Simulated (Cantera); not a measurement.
Charge: 1 mol PbO, 0.53 mol CO, 0.25 mol N2, at 1902 °C and 0.100 bar.

Method: chemical equilibrium by Gibbs-energy minimisation in Cantera with the NASA 1993 tables (ideal gas, pure condensed phases). Candidate condensed phases: C, Pb, PbO, PbO2, Pb3O4; 27 gas species. Gases not in the tables: (PbO)n polymers. The numbers say what is thermodynamically allowed, not how fast it happens.

Base state: Pb 0.349, CO2 0.264, PbO 0.188, N2 0.133, O2 0.0409, CO 0.0209, NO 0.00216, O 0.00147 (mole fractions); condensed: gas only.

Q: What changes in the equilibrium state with this change: pressure from 0.100 bar to 11.0 Pa?

A: 
| species | before | after |
|---|---|---|
| Pb | 0.349 | 0.433 |
| CO | 0.0209 | 0.136 |
| O2 | 0.0409 | 0.126 |
| PbO | 0.188 | 0.0136 |
| CO2 | 0.264 | 0.100 |
| O | 0.00147 | 0.0779 |
| N2 | 0.133 | 0.110 |
| Pb2 | 4.32e-5 | 7.31e-8 |
| NO | 0.00216 | 0.00344 |
